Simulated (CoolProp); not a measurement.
Computed with CoolProp (reference Helmholtz-energy equation of state, Outcalt 1996). It is a modified Benedict-Webb-Rubin equation, recast in Helmholtz form.

Question: For R152A, give the phase and the speed of sound (m/s), Joule-Thomson coefficient (K/MPa), Prandtl number at 197.85 °C and 0.782 MPa.

Answer: 
- 197.85 °C and 0.782 MPa: gas; speed of sound 249, Joule-Thomson coefficient 6.51, Prandtl number 0.800

Viscosity comes from a separate model (Bell 2016), an estimate that may be off by 10 % or more. Thermal conductivity comes from a separate model (Krauss 1996).
